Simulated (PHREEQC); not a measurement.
**Polishing slurry liquid (model solution)**

A solution holds 0.14 mol H2SO4, 0.013 mol Fe(NO3)3 and 0.03 mol CO2 per kg of water, at 20 °C. Closed to the air; pH follows from the charge balance.

Computed with PHREEQC (ion-association model, phreeqc.dat).

No solid was allowed to form.

Task: What pH, activity of water, density does the model give?

Result: pH 0.87; activity of water 0.994; density 1.010 g/cm³.

Task: In which forms is Fe present?

Result: FeSO4+ 48 %, FeHSO4+2 42 %, Fe(SO4)2- 6.6 %, Fe+3 4.3 % of the Fe.

Examples of supersaturated solids here: Hematite (slow to form). Others may be too.
